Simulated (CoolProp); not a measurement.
A single-stage vapour-compression cycle with R125: evaporating at 276.15 K (dew point), condensing at 327.15 K (bubble point), superheat 5 K, subcooling 2 K, compressor efficiency 0.65, no pressure losses. Each further row changes one setting.

Computed with CoolProp (reference Helmholtz-energy equation of state, Lemmon 2005).

| case | cooling COP | pressure ratio | discharge temperature (K) | refrigerating effect (kJ/kg) | volumetric capacity (kJ/m³) |
|---|---|---|---|---|---|
| as stated | 2.02 | 3.77 | 343.5 | 65.2 | 2920 |
| evaporating temperature 281.15 K | 2.38 | ? | 342.4 | 67.5 | 3530 |
| condensing temperature 322.15 K | 2.48 | 3.37 | 337.7 | ? | 3290 |
| subcooling 7 K | 2.30 | 3.77 | 343.5 | 74.2 | 3320 |
| superheat 15 K | 2.13 | 3.77 | 352.8 | 74.0 | ? |
| compressor efficiency 0.55 | ? | 3.77 | 348.2 | 65.2 | 2920 |

Task: Fill in the missing entries.

Result: 
- evaporating temperature 281.15 K, pressure ratio: 3.24
- condensing temperature 322.15 K, refrigerating effect (kJ/kg): 73.5
- superheat 15 K, volumetric capacity (kJ/m³): 3120
- compressor efficiency 0.55, cooling COP: 1.71
